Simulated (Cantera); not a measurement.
Input: 1 mol MgCl₂, 0.18 mol H₂O, 0.15 mol H₂, at 0.0143 Torr.

Cantera equilibrium calculation (NASA polynomials, part measured and part estimated; ideal gas, pure solids and liquids). Candidate condensed phases: H₂O, Mg, MgCl₂, MgO, Mg(OH)₂; 22 gas species. Kinetics and transport are ignored.

At 1802 °C, list the 5 most abundant gas species with their mole fractions, and the condensed phases.

Cl 0.474, Mg 0.286, HCl 0.103, H 0.0598, O 0.0246. Condensed: gas only.
